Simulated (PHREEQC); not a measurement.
**Hard or scaling water: an equilibrium model**

Make-up at 25 °C: 9.9 mmol/kgw MgCl2, 0.089 mmol/kgw CO2 and 53 mmol/kgw MgSO4. Closed to the air; pH follows from the charge balance.

Computed with PHREEQC (ion-association model, phreeqc.dat).

```
Property                     Result
--------------------  -------------
pH                             5.32
ionic strength        0.134 mol/kgw
specific conductance     6540 µS/cm
density                 1.004 g/cm³
```

```tsv
species	molality	activity	log γ
Mg+2	0.0359	0.0136	-0.422
MgSO4	0.0270	0.0279	0.013
SO4-2	0.0260	0.00877	-0.471
Cl-	0.0198	0.0148	-0.128
CO2	7.78e-5	8.02e-5	0.013
HCO3-	9.64e-6	7.43e-6	-0.113
H+	5.89e-6	4.79e-6	-0.090
HSO4-	5.34e-6	4.09e-6	-0.116
MgHCO3+	1.57e-6	1.18e-6	-0.126
MgOH+	1.30e-8	1.03e-8	-0.105
OH-	2.85e-9	2.11e-9	-0.131
```

Precipitation was switched off in this run. Complexes and solids missing from the database can't appear.
